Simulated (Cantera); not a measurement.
An isothermal, constant-pressure homogeneous reactor starts with CH4 : N2 = 1 : 9.6 (molar parts), at 1773 K and 750 Torr. Integrator tolerance rtol = 1e-08.

Cantera simulation using GRI-Mech 3.0 (53 species, 325 reactions); the numbers are that mechanism's predictions, not measurements. GRI-Mech 3.0 stops at C3 and has no aromatics, soot or wall deposition, so with more carbon than oxygen in the feed, carbon stays in small species such as C2H2 where larger ones or solid carbon would form.

What does this change do: temperature 1773 to 2023 K?


| quantity | before | after |
|---|---|---|
| x(CH4) at 4.00 s | 0.000670 (gas-phase equilibrium 0.000366) | 0.000121 (gas-phase equilibrium 6.40e-5) |
| x(C2H6) at 4.00 s | 2.94e-8 (gas-phase equilibrium 8.74e-9) | 1.78e-9 (gas-phase equilibrium 4.87e-10) |
| x(C2H4) at 4.00 s | 0.000153 (gas-phase equilibrium 4.54e-5) | 3.22e-5 (gas-phase equilibrium 8.23e-6) |
| x(H2) at 4.00 s | 0.128 (gas-phase equilibrium 0.129) | 0.129 (gas-phase equilibrium 0.129) |
| x(C2H2) at 4.00 s | 0.0426 (gas-phase equilibrium 0.0126) | 0.0425 (gas-phase equilibrium 0.0108) |
| x(CH3) at 4.00 s | 1.08e-5 (gas-phase equilibrium 5.90e-6) | 1.26e-5 (gas-phase equilibrium 6.70e-6) |

What does this change do: CH4 1 to 6.3 parts?


| quantity | before | after |
|---|---|---|
| x(CH4) at 4.00 s | 0.000670 (gas-phase equilibrium 0.000366) | 0.00707 (gas-phase equilibrium 0.00558) |
| x(C2H6) at 4.00 s | 2.94e-8 (gas-phase equilibrium 8.74e-9) | 1.01e-6 (gas-phase equilibrium 6.23e-7) |
| x(C2H4) at 4.00 s | 0.000153 (gas-phase equilibrium 4.54e-5) | 0.00161 (gas-phase equilibrium 0.000996) |
| x(H2) at 4.00 s | 0.128 (gas-phase equilibrium 0.129) | 0.417 (gas-phase equilibrium 0.419) |
| x(C2H2) at 4.00 s | 0.0426 (gas-phase equilibrium 0.0126) | 0.138 (gas-phase equilibrium 0.0846) |
| x(CH3) at 4.00 s | 1.08e-5 (gas-phase equilibrium 5.90e-6) | 6.34e-5 (gas-phase equilibrium 4.99e-5) |
